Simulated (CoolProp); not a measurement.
Ethanol along the isobar 101 kPa: Z from the reference equation and from simpler models built on Tc = 241.6 °C, pc = 6268 kPa, ω = 0.644; each cubic takes its own stable root.

The numbers come from the reference Helmholtz-energy equation of state, Schroeder 2014 in CoolProp.

```csv
T (°C),phase,reference,van der Waals,Redlich-Kwong,Soave-Redlich-Kwong,Peng-Robinson
-19.75,liquid,0.002683,0.9755,0.003346,0.003165,0.002822
1.55,liquid,0.002530,0.9795,0.003170,0.002976,0.002650
22.85,liquid,0.002402,0.9827,0.003029,0.002822,0.002510
44.15,liquid,0.002295,0.9852,0.9788,0.002698,0.002397
65.45,liquid,0.002207,0.9872,0.9822,0.002602,0.002308
86.65,gas,0.9712,0.9889,0.9849,0.9802,0.9795
107.95,gas,0.9785,0.9902,0.9871,0.9836,0.9829
129.25,gas,0.9837,0.9914,0.9889,0.9863,0.9856
150.55,gas,0.9874,0.9924,0.9904,0.9886,0.9879
```

At some of these states van der Waals, Redlich-Kwong gives the other phase, because its saturation line lies elsewhere.
